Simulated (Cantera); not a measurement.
Charge: 1 mol PbO, 0.38 mol CH4, 0.41 mol H2, at 27.0 mbar.

Cantera equilibrium calculation (NASA polynomials, part measured and part estimated; ideal gas, pure solids and liquids). Candidate condensed phases: C, C6H6, C7H8, C8H18, H2O, Pb, PbO, PbO2, Pb3O4; 113 gas species. Gases not in the tables: (PbO)n polymers. Equilibrium is a limit: real reactors are often held back by kinetics, nucleation or transport.

**Question.** At 2350 °C, list the 7 most abundant gas species with their mole fractions, and the condensed phases.

**Answer.** Pb 0.353, H2 0.192, H2O 0.163, CO 0.121, H 0.112, OH 0.0227, CO2 0.0158. Condensed: gas only.
